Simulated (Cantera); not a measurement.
An adiabatic, constant-volume homogeneous reactor starts with H2 : O2 : N2 : H2O = 1 : 1.35 : 5.08 : 0.18 (molar parts), at 1650 K and 10.0 bar.

Computed with Cantera and GRI-Mech 3.0 (53 species, 325 reactions). The hydrogen kinetics of GRI-Mech 3.0 are dated; newer H2 mechanisms differ, most at raised pressure.

**Question.** Predict: time of steepest temperature rise; temperature at 0.100 s; equilibrium temperature; x(H2) at 0.100 s; x(O2) at 0.100 s; x(H2O) at 0.100 s; x(OH) at 0.100 s; x(H) at 0.100 s; x(N2O) at 0.100 s.

**Answer.** 
| Item | Value |
|---|---|
| time of steepest temperature rise | 1.08 µs |
| temperature at 0.100 s | 2619 K |
| equilibrium temperature | 2619 K |
| x(H2) at 0.100 s | 0.00130 (gas-phase equilibrium 0.00130) |
| x(O2) at 0.100 s | 0.106 (gas-phase equilibrium 0.106) |
| x(H2O) at 0.100 s | 0.158 (gas-phase equilibrium 0.158) |
| x(OH) at 0.100 s | 0.0112 (gas-phase equilibrium 0.0112) |
| x(H) at 0.100 s | 0.000390 (gas-phase equilibrium 0.000390) |
| x(N2O) at 0.100 s | 3.83e-6 (gas-phase equilibrium 3.83e-6) |
